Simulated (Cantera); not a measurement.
Feed: 1 mol C3H6, 0.013 mol O2, 13 mol H2, at 43.0 mbar.

Cantera equilibrium calculation (NASA polynomials, part measured and part estimated; ideal gas, pure solids and liquids). Candidate condensed phases: C, C6H6, C7H8, C8H18, H2O; 110 gas species. Rates play no part.

Q: At 902 °C, list the 3 most abundant gas species with their mole fractions, and the condensed phases.

A: H2 0.998, CO 0.00162, CH4 0.000819. Condensed: C(graphite).
